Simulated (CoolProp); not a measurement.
The fluid at 458.67 K and 0.181 MPa is compressed adiabatically to 0.427 MPa with isentropic efficiency 0.7. The same conditions are run with several fluids, on thermodynamics alone (safety and materials aside).

Computed with CoolProp (reference Helmholtz-energy equation of state of each fluid (m-xylene: Zhou 2012; ammonia: Gao 2020; R365MFC: Lemmon 2016; carbon dioxide: Span 1996; n-octane: Beckmüller 2019)).

```csv
fluid,work (kJ/kg),final temperature (K),final density (kg/m³)
m-xylene,41.4,485.6,12.6
ammonia,298,578.7,1.52
R365MFC,31.2,484.6,16.4
carbon dioxide,115,571.5,3.96
n-octane,37.8,478.3,14.1
```
